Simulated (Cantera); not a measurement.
## Equilibrium for carbon deposition, reforming and gasification: C + O₂ + N₂

Input: 1 mol C, 1.9 mol O₂, 0.18 mol N₂, at 53.0 mbar.

Cantera equilibrium calculation (NASA polynomials, part measured and part estimated; ideal gas, pure solids and liquids). Candidate condensed phases: C; 24 gas species. The numbers say what is thermodynamically allowed, not how fast it happens.

| T (K) | log p CO₂ | log p O₂ | log p N₂ | log p CO | log p O | log p NO | log p NO₂ | log p N |
|---|---|---|---|---|---|---|---|---|
| 1498 | -1.59 | -1.64 | -2.34 | -6.10 | -6.22 | -4.52 | -7.26 | <-13 |
| 1573 | -1.59 | -1.64 | -2.34 | -5.63 | -5.80 | -4.36 | -7.21 | <-13 |
| 1648 | -1.59 | -1.64 | -2.34 | -5.21 | -5.42 | -4.23 | -7.15 | -12.89 |
| 1723 | -1.59 | -1.64 | -2.34 | -4.82 | -5.07 | -4.10 | -7.11 | -12.23 |
| 1798 | -1.59 | -1.64 | -2.34 | -4.47 | -4.74 | -3.99 | -7.06 | -11.62 |
| 1873 | -1.60 | -1.64 | -2.35 | -4.15 | -4.45 | -3.88 | -7.02 | -11.07 |
| 1948 | -1.60 | -1.64 | -2.35 | -3.85 | -4.17 | -3.78 | -6.99 | -10.55 |
| 2023 | -1.60 | -1.64 | -2.35 | -3.58 | -3.92 | -3.69 | -6.95 | -10.08 |
| 2098 | -1.60 | -1.64 | -2.35 | -3.32 | -3.68 | -3.61 | -6.92 | -9.64 |
| 2173 | -1.61 | -1.64 | -2.36 | -3.09 | -3.46 | -3.54 | -6.89 | -9.22 |
| 2248 | -1.62 | -1.64 | -2.36 | -2.88 | -3.26 | -3.46 | -6.87 | -8.84 |
| 2323 | -1.64 | -1.64 | -2.37 | -2.69 | -3.07 | -3.40 | -6.85 | -8.49 |
| 2398 | -1.67 | -1.65 | -2.38 | -2.52 | -2.89 | -3.34 | -6.83 | -8.15 |
| 2473 | -1.70 | -1.65 | -2.39 | -2.38 | -2.72 | -3.29 | -6.81 | -7.84 |
log p: log10 of the partial pressure in bar; nothing condenses.

From 1498 K to 2473 K nothing is condensed. The main C-bearing gas is CO₂ throughout.
